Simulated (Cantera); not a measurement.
Charge: 1 mol Si3N4, 8.7 mol H2, equilibrated at 1750 K and 0.00200 bar.

Cantera equilibrium calculation (NASA polynomials, part measured and part estimated; ideal gas, pure solids and liquids). Candidate condensed phases: Si, Si3N4; 18 gas species. Gases not in the tables: Si2H6 and higher silanes. Rates play no part.

Base state: H2 0.808, N2 0.186, H 0.00468, Si 0.000751, SiH 3.99e-5, SiH2 1.68e-5, Si2N 1.27e-5 (mole fractions); condensed: Si(l).

### Question
What changes in the equilibrium state with this change: temperature from 1750 K to 2050 K?

### Answer
```json
[
 {"species": "H2", "before": "0.808", "after": "0.741"},
 {"species": "N2", "before": "0.186", "after": "0.175"},
 {"species": "H", "before": "0.00468", "after": "0.0437"},
 {"species": "Si", "before": "0.000751", "after": "0.0386"},
 {"species": "Si2", "before": "3.88e-6", "after": "0.000450"},
 {"species": "Si3", "before": "9.50e-7", "after": "9.43e-5"},
 {"species": "SiH", "before": "3.99e-5", "after": "0.000900"},
 {"species": "Si(l), mol", "before": "2.99", "after": "2.53"}
]
```
The tables' values for SiN are old estimates; treat these amounts as uncertain.

### Question
What changes in the equilibrium state with this change: H2 from 8.7 to 0.017 mol?

### Answer
| species | before | after |
|---|---|---|
| N2 | 0.186 | 0.991 |
| H2 | 0.808 | 0.00818 |
| Si | 0.000751 | 0.000751 |
| H | 0.00468 | 0.000470 |
| SiH2 | 1.68e-5 | 1.70e-7 |
| SiH | 3.99e-5 | 4.02e-6 |
| Si2N | 1.27e-5 | 2.93e-5 |
| SiN | 7.47e-6 | 1.72e-5 |
| Si(l), mol | 2.99 | 3.00 |
The tables' values for SiN are old estimates; treat these amounts as uncertain.
